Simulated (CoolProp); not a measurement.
Vapour-liquid equilibrium of isohexane (1) + n-hexane (2) at 0.222 bar; x and y are mole fractions of (1).

Computed with CoolProp (multi-fluid Helmholtz-energy mixture model, Lemmon 2006 and Thol 2019; pair parameters Bell 2016).

### Question
Give the bubble temperature and the first vapour's composition at x = 0.35, 0.65, 0.95. Is there an azeotrope?

### Answer
x = 0.35: 24.0 °C, y = 0.433; x = 0.65: 21.6 °C, y = 0.721; x = 0.95: 19.6 °C, y = 0.962. No azeotrope shows between x = 0.05 and 0.95.

The pair parameters rest on a limited set of measurements; away from them the model extrapolates.
